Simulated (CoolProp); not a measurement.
Propylene at 455.49 K and 0.262 MPa is throttled through a valve to 0.0166 MPa with no heat exchange. Each further row changes one setting.

Model: reference Helmholtz-energy equation of state, Lemmon 2013, in CoolProp.

```json
[
 {"case": "as stated", "temperature change (K)": "-1.3", "final density (kg/m³)": "…"},
 {"case": "outlet pressure 0.00498 MPa", "temperature change (K)": "…", "final density (kg/m³)": "…"},
 {"case": "outlet pressure 0.0216 MPa", "temperature change (K)": "-1.3", "final density (kg/m³)": "…"}
]
```

### Question
Some entries are withheld; supply them.

### Answer

- as stated, final density (kg/m³): 0.185
- outlet pressure 0.00498 MPa, temperature change (K): -1.4
- outlet pressure 0.00498 MPa, final density (kg/m³): 0.0555
- outlet pressure 0.0216 MPa, final density (kg/m³): 0.241
